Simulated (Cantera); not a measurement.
Reactions in the system C-H-K-O

Cantera with NASA thermochemical tables; ideal gases at 1 bar, condensed phases pure. Values are per mole of reaction as written; species without (g) are pure solids or liquids, kept so even where they would boil at 1 bar.

2 C + 2 KOH(g) = 2 K(g) + O₂(g) + C₂H₂(g)

| T (K) | ΔH° (kJ) | ΔS° (J/K) | ΔG° (kJ) | log10 K |
|---|---|---|---|---|
| 300 | 871.5 | 242.5 | 798.7 | -139.06 |
| 1975 | 859.3 | 230.4 | 404.2 | -10.69 |
| 2075 | 858.6 | 230.1 | 381.2 | -9.60 |
| 2175 | 857.9 | 229.8 | 358.2 | -8.60 |
| 2275 | 857.3 | 229.5 | 335.2 | -7.70 |
| 2375 | 856.7 | 229.2 | 312.3 | -6.87 |
| 2475 | 856.1 | 229.0 | 289.4 | -6.11 |
| 2575 | 855.6 | 228.8 | 266.5 | -5.41 |
| 2675 | 855.1 | 228.6 | 243.6 | -4.76 |
